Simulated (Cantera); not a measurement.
Source: NASA polynomial tables (part measured, part estimated), evaluated in Cantera. Values are per mole of reaction as written; species without (g) are pure solids or liquids, kept so even where they would boil at 1 bar.

Q: Between 798 and 998 K, where is each reaction favourable under standard conditions?
- 2 P2(g) ⇌ P4(g)

A: 
- 2 P2(g) ⇌ P4(g): ΔG° is -105 kJ at 798 K and -76 kJ at 998 K; it stays negative (K > 1). ΔH° is -224 kJ and ΔS° -148 J/K at 998 K.
